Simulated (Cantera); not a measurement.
Feed: 1 mol Si, 2.8 mol F2, 0.76 mol N2, 3 mol HCl, at 823 K and 1.00 bar.

Cantera equilibrium calculation (NASA polynomials, part measured and part estimated; ideal gas, pure solids and liquids). Candidate condensed phases: NH4Cl, Si, Si3N4; 49 gas species. Rates play no part.

Base state: HF 0.288, HCl 0.252, SiF4 0.180, Cl2 0.144, N2 0.137 (mole fractions); condensed: gas only.

Question: What changes in the equilibrium state with this change: 0.4 mol H2O added?

Answer: 
| species | before | after |
|---|---|---|
| HF | 0.288 | 0.267 |
| HCl | 0.252 | 0.254 |
| SiF4 | 0.180 | 0.167 |
| H2O | 0 | 0.0569 |
| Cl2 | 0.144 | 0.124 |
| N2 | 0.137 | 0.127 |
| O2 | 0 | 0.00496 |
Further candidate phases: H2O, SiO2, Si2N2O.
